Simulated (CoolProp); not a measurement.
R13 along the isotherm 67.45 °C: fugacity coefficient from the reference equation and from simpler models built on Tc = 29.9 °C, pc = 39.73 bar, ω = 0.175; each cubic takes its own stable root.

The numbers come from the reference Helmholtz-energy equation of state, Platzer 1990 in CoolProp. This equation is an older, rougher fit; its heat capacities, sound speeds and derivatives of the liquid may be far off and weren't checked against measurements.

| p (bar) | phase | reference | Redlich-Kwong | Soave-Redlich-Kwong |
|---|---|---|---|---|
| 33.1 | gas | 0.8163 | 0.8079 | 0.8168 |
| 66.2 | supercritical | 0.6450 | 0.6333 | 0.6528 |
| 99.3 | supercritical | 0.5191 | 0.5115 | 0.5352 |
| 132 | supercritical | 0.4494 | 0.4455 | 0.4691 |
| 166 | supercritical | 0.4076 | 0.4057 | 0.4291 |
| 199 | supercritical | 0.3834 | 0.3825 | 0.4057 |
| 232 | supercritical | 0.3690 | 0.3685 | 0.3917 |
| 265 | supercritical | 0.3611 | 0.3607 | 0.3841 |
| 298 | supercritical | 0.3579 | 0.3572 | 0.3811 |
| 331 | supercritical | 0.3582 | 0.3572 | 0.3816 |
| 364 | supercritical | 0.3614 | 0.3598 | 0.3848 |
| 397 | supercritical | 0.3671 | 0.3647 | 0.3905 |
